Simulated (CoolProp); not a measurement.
Properties of hexamethyldisiloxane (MM) along the isobar 0.101 MPa.

Computed with CoolProp (reference Helmholtz-energy equation of state, Thol 2016).

| T (K) | phase | cv (kJ/(kg K)) | speed of sound (m/s) | Joule-Thomson coefficient (K/MPa) |
|---|---|---|---|---|
| 475.9 | gas | 1.911 | ___ | 11.22 |
| 495.5 | gas | 1.956 | 158.0 | 9.890 |
| 515 | gas | 2.000 | 161.4 | 8.813 |
| 534.6 | gas | ___ | 164.8 | 7.918 |
| 554.2 | gas | 2.085 | 168.1 | 7.163 |
| 573.8 | gas | 2.126 | 171.3 | 6.517 |
| 593.3 | gas | ___ | 174.4 | 5.959 |
| 612.9 | gas | 2.204 | 177.5 | 5.467 |

Question: Some entries are withheld; supply them.

Answer: 
- 475.9, speed of sound (m/s): 154.3
- 534.6, cv (kJ/(kg K)): 2.043
- 593.3, cv (kJ/(kg K)): 2.165
